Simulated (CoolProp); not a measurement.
Values from CoolProp's reference Helmholtz-energy equation of state, Akasaka 2020.

Task: Give the vapour pressure (kPa), liquid density (kg/m³), vapour density (kg/m³), liquid cp (kJ/(kg K)) of saturated R1123 at 245.9, 284.4 K.

Result: 
```
T (K)  p (kPa)  liquid density (kg/m³)  vapour density (kg/m³)  liquid cp (kJ/(kg K))
-----  -------  ----------------------  ----------------------  ---------------------
245.9      444                    1230                    19.9                   1.36
284.4     1490                    1070                    67.7                   1.58
```
